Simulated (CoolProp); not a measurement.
Benzene along the isotherm 620 K: fugacity coefficient from the reference equation and from simpler models built on Tc = 562.0 K, pc = 4.906 MPa, ω = 0.211; each cubic takes its own stable root.

Values from CoolProp's reference Helmholtz-energy equation of state, Thol 2012.

```tsv
p (MPa)	phase	reference
0.0233	gas	0.9988
0.0376	gas	0.9981
0.0607	gas	0.9970
0.0981	gas	0.9951
0.159	gas	0.9921
0.256	gas	0.9872
0.414	gas	0.9794
0.669	gas	0.9668
1.08	gas	0.9467
1.75	gas	0.9143
2.82	gas	0.8635
4.56	gas	0.7829
7.36	supercritical	0.6569
```

**Question.** How far does each simpler model (van der Waals, Redlich-Kwong, Soave-Redlich-Kwong) lie from the reference over these 13 states: mean and median of the absolute difference, and the worst?

**Answer.** 
- van der Waals: mean 0.2 %, median 0.1 %, worst -1.2 % at 620 K and 7.36 MPa
- Redlich-Kwong: mean 0.4 %, median 0.1 %, worst -1.9 % at 620 K and 7.36 MPa
- Soave-Redlich-Kwong: mean 0.1 %, median 0.0 %, worst +1.0 % at 620 K and 7.36 MPa
